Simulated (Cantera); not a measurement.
Charge: 1 mol Si, 0.82 mol HCl, 6.6 mol H₂, at 823 K and 1.90 bar.

Equilibrium computed with Cantera from the NASA thermochemical tables; the gas is ideal and each condensed phase is pure. Candidate condensed phases: Si; 19 gas species. The tables' values for SiCl₃ are old estimates; treat these amounts as uncertain. Equilibrium is a limit: real reactors are often held back by kinetics, nucleation or transport.

Base state: H₂ 0.966, SiHCl₃ 0.0170, SiCl₄ 0.0147, SiH₂Cl₂ 0.00167, HCl 0.00100, SiH₃Cl 3.81e-5, SiCl₃ 1.37e-5 (mole fractions); condensed: Si(s).

Question: What changes in the equilibrium state with this change: Si replaced by SiCl₄?

Answer: 
```
species      before    after
----------  -------  -------
H₂            0.966    0.783
SiCl₄        0.0147    0.118
HCl         0.00100   0.0985
SiHCl₃       0.0170  0.00113
SiH₃Cl      3.81e-5    <1e-9
SiH₂Cl₂     0.00167  9.10e-7
SiCl₃       1.37e-5  1.01e-6
Si(s), mol    0.760        0
```
